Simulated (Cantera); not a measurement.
An isothermal, constant-pressure homogeneous reactor starts with 7.14 % NO, 92.9 % N2, at 2025 K and 158 Torr.

Computed with Cantera and GRI-Mech 3.0 (53 species, 325 reactions).

x: mole fraction; the columns are a selection and need not sum to one.

```
t (s)        x NO      x O2    x N2O   x N2       x O     x NO2
--------  -------  --------  -------  -----  --------  --------
5.00e-6    0.0714    <1e-12  7.43e-9  0.929   7.45e-9  4.77e-12
1.61e-5    0.0714  4.94e-12  2.39e-8  0.929   2.40e-8  4.86e-11
5.18e-5    0.0714  5.15e-11  7.60e-8  0.929   7.79e-8  4.84e-10
0.000167   0.0714  5.43e-10  2.36e-7  0.929   2.56e-7       [?]
0.000537   0.0714   5.91e-9  6.83e-7  0.929   8.85e-7       [?]
0.00173    0.0714   7.12e-8  1.59e-6  0.929   3.37e-6       [?]
0.00557    0.0714   9.73e-7  2.36e-6  0.929   1.32e-5       [?]
0.0179     0.0714   1.33e-5  2.42e-6  0.929   4.11e-5       [?]
0.0578     0.0711  0.000118  2.39e-6  0.929   6.84e-5       [?]
0.186      0.0703  0.000537  2.33e-6  0.929   7.84e-5       [?]
0.599      0.0673   0.00201  2.12e-6  0.931  0.000103       [?]
1.93       0.0565   0.00737  1.49e-6  0.936  0.000165       [?]
6.21       0.0270    0.0221  3.97e-7  0.951  0.000267       [?]
20.0      0.00480    0.0331  1.07e-7  0.962  0.000323       [?]
```

Problem. Complete the blanks.

Solution. 
- 0.000167, x NO2: 4.44e-9
- 0.000537, x NO2: 3.32e-8
- 0.00173, x NO2: 1.85e-7
- 0.00557, x NO2: 8.19e-7
- 0.0179, x NO2: 2.56e-6
- 0.0578, x NO2: 4.17e-6
- 0.186, x NO2: 4.78e-6
- 0.599, x NO2: 6.16e-6
- 1.93, x NO2: 8.43e-6
- 6.21, x NO2: 6.66e-6
- 20.0, x NO2: 1.45e-6
